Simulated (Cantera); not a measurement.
**Counterflow diffusion flame**

A counterflow diffusion flame at 100000 Pa, nozzles 20 mm apart: fuel side CO : H2 : N2 = 1 : 0.12 : 0.55 (molar parts) at 400 K, oxidiser side O2 : N2 = 0.24 : 0.76 (molar parts) at 323 K, fuel mass flux 0.75 times the oxidiser's; mixture-averaged transport, no radiation.

Detailed kinetics in Cantera: GRI-Mech 3.0 (53 species, 325 reactions). The maximum strain rate includes the flame's own expansion and is several times the mean.

```json
[
 {"oxidiser flux (kg/m²/s)": "0.6", "max strain (1/s)": "223", "mean strain (1/s)": "56.4", "T max (K)": "1946", "peak x OH": "0.00507", "peak x H": "0.00687", "peak x NO": "7.36e-5", "peak x CO": "0.602"},
 {"oxidiser flux (kg/m²/s)": "0.96", "max strain (1/s)": "343", "mean strain (1/s)": "90.3", "T max (K)": "1888", "peak x OH": "0.00505", "peak x H": "0.00813", "peak x NO": "5.76e-5", "peak x CO": "0.602"},
 {"oxidiser flux (kg/m²/s)": "1.5", "max strain (1/s)": "520", "mean strain (1/s)": "141", "T max (K)": "1830", "peak x OH": "0.00493", "peak x H": "0.00940", "peak x NO": "4.75e-5", "peak x CO": "0.601"},
 {"oxidiser flux (kg/m²/s)": "2.5", "max strain (1/s)": "843", "mean strain (1/s)": "235", "T max (K)": "1759", "peak x OH": "0.00467", "peak x H": "0.0109", "peak x NO": "3.83e-5", "peak x CO": "0.601"},
 {"oxidiser flux (kg/m²/s)": "3.9", "max strain (1/s)": "1280", "mean strain (1/s)": "367", "T max (K)": "1691", "peak x OH": "0.00428", "peak x H": "0.0120", "peak x NO": "3.08e-5", "peak x CO": "0.601"},
 {"oxidiser flux (kg/m²/s)": "6.3", "max strain (1/s)": "2010", "mean strain (1/s)": "593", "T max (K)": "1606", "peak x OH": "0.00375", "peak x H": "0.0128", "peak x NO": "2.24e-5", "peak x CO": "0.601"},
 {"oxidiser flux (kg/m²/s)": "10", "max strain (1/s)": "3090", "mean strain (1/s)": "941", "T max (K)": "1502", "peak x OH": "0.00296", "peak x H": "0.0121", "peak x NO": "1.33e-5", "peak x CO": "0.601"}
]
```
x: mole fraction; the columns are a selection and need not sum to one.
